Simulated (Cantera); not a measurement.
Source: NASA polynomial tables (part measured, part estimated), evaluated in Cantera. Values are per mole of reaction as written; species without (g) are pure solids or liquids, kept so even where they would boil at 1 bar.

6 BN + 2 O₃(g) ⇌ 3 B₂O₂(g) + 6 N(g)

| T (K) | ΔH° (kJ) | ΔS° (J/K) | ΔG° (kJ) | log10 K |
|---|---|---|---|---|
| 300 | 2690.0 | 1081.5 | 2365.6 | -411.87 |
| 700 | 2708.4 | 1126.1 | 1920.2 | -143.28 |
| 725 | … | … | … | … |
| 750 | … | … | … | … |
| 775 | 2708.7 | 1126.5 | 1835.7 | -123.72 |
| 800 | 2708.7 | 1126.4 | 1807.5 | -118.02 |
| 825 | 2708.6 | 1126.3 | 1779.4 | -112.66 |
| 850 | 2708.4 | 1126.2 | 1751.2 | -107.61 |
| 875 | 2708.3 | 1126.0 | 1723.0 | -102.86 |
| 900 | 2708.0 | 1125.7 | 1694.9 | -98.37 |
| 925 | 2707.7 | 1125.4 | 1666.8 | -94.12 |

**Question.** What belongs in the gaps?

**Answer.** 
- 725, ΔH° (kJ): 2708.6
- 725, ΔS° (J/K): 1126.3
- 725, ΔG° (kJ): 1892.0
- 725, log10 K: -136.31
- 750, ΔH° (kJ): 2708.7
- 750, ΔS° (J/K): 1126.5
- 750, ΔG° (kJ): 1863.8
- 750, log10 K: -129.81
